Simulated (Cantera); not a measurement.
An isothermal, constant-pressure homogeneous reactor starts with 1.28 % H₂, 98.7 % O₂, equivalence ratio 0.0065, at 1473 K and 0.00390 bar.

Model: GRI-Mech 3.0 (53 species, 325 reactions), integrated in Cantera. Radical loss at walls, strong at low pressure, is not modelled.

Question: Predict: x(H₂) at 200 s; x(O₂) at 200 s; x(H₂O) at 200 s; x(H) at 200 s; x(OH) at 200 s; x(O) at 200 s.

Answer: 
| Item | Value |
|---|---|
| x(H₂) at 200 s | 3.34e-7 (gas-phase equilibrium 2.73e-7) |
| x(O₂) at 200 s | 0.987 (gas-phase equilibrium 0.987) |
| x(H₂O) at 200 s | 0.0128 (gas-phase equilibrium 0.0128) |
| x(H) at 200 s | 1.44e-7 (gas-phase equilibrium 1.07e-7) |
| x(OH) at 200 s | 0.000144 (gas-phase equilibrium 0.000130) |
| x(O) at 200 s | 5.47e-5 (gas-phase equilibrium 4.47e-5) |
